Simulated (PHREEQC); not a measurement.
## Silver or lead bath

Make-up at 25 °C: 0.0023 mol/kgw AgF, 0.081 mol/kgw HNO3 and 0.0089 mol/kgw Cu(NO3)2. Closed to the air; pH follows from the charge balance.

The numbers come from PHREEQC with the ion-association model, wateq4f.dat.

This is a speciation only: nothing precipitates in the calculation.

Q: Estimate the pH.

A: pH 1.19.

Q: In which forms is Ag present?

A: Ag+ 97 %, AgNO3 2.8 % of the Ag.
